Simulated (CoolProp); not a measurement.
CHF3 (R23) along the isotherm 17.95 °C: Z from the reference equation and from simpler models built on Tc = 26.1 °C, pc = 48.32 bar, ω = 0.263; each cubic takes its own stable root.

Model: reference Helmholtz-energy equation of state, Penoncello 2003, in CoolProp.

```tsv
p (bar)	phase	reference	Redlich-Kwong	Soave-Redlich-Kwong
0.764	gas	0.9937	0.9941	0.9941
1.36	gas	0.9887	0.9895	0.9894
2.42	gas	0.9798	0.9813	0.9810
4.3	gas	0.9637	0.9664	0.9660
7.64	gas	0.9341	0.9392	0.9384
13.6	gas	0.8779	0.8878	0.8861
24.2	gas	0.7622	0.7832	0.7793
43	liquid	0.1421	0.1973	0.1879
76.4	liquid	0.2249	0.2826	0.2783
136	liquid	0.3693	0.4434	0.4397
242	liquid	0.6103	0.7093	0.7058
```
